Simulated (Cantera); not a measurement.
Gas-phase reforming

An isothermal, constant-pressure homogeneous reactor starts with CH4 : H2O : N2 = 1 : 2 : 0.0099 (molar parts), at 1548 K and 0.987 atm.

Detailed kinetics in Cantera: GRI-Mech 3.0 (53 species, 325 reactions).

```
t (s)      x CH4  x H2O     x HCO      x H      x O2    x C2H2
--------  ------  -----  --------  -------  --------  --------
0.000200   0.332  0.664  7.71e-12  1.41e-7    <1e-12   6.74e-8
0.000406   0.331  0.664  3.22e-11  1.70e-7    <1e-12   6.73e-7
0.000823   0.330  0.664  1.18e-10  2.36e-7  1.19e-12   5.84e-6
0.00167    0.328  0.664  3.90e-10  4.01e-7  4.64e-12   5.05e-5
0.00339    0.323  0.662  9.44e-10  7.97e-7  1.64e-11  0.000408
0.00687    0.311  0.658   1.29e-9  1.60e-6  4.32e-11   0.00246
0.0139     0.290  0.647   1.11e-9  2.92e-6  7.29e-11   0.00942
0.0283     0.257  0.629  8.69e-10  4.83e-6  7.48e-11    0.0229
0.0574     0.212  0.603  6.76e-10  7.25e-6  4.24e-11    0.0403
0.116      0.160  0.572  5.46e-10  1.01e-5  1.89e-11    0.0584
0.236      0.109  0.536  5.16e-10  1.33e-5  1.09e-11    0.0727
0.479     0.0722  0.493  6.59e-10  1.66e-5  7.63e-12    0.0778
0.972     0.0536  0.442   1.08e-9  1.90e-5  5.72e-12    0.0700
1.97      0.0467  0.384   1.80e-9  2.04e-5  4.20e-12    0.0530
4.00      0.0406  0.323   2.77e-9  2.14e-5  3.06e-12    0.0340
```
x: mole fraction; the columns are a selection and need not sum to one.

Equilibrium at this temperature and pressure: CH4 5.81e-7, H2O 0.181, HCO 5.89e-9, H 2.44e-5, O2 1.08e-12, C2H2 5.44e-12 (gas phase only).
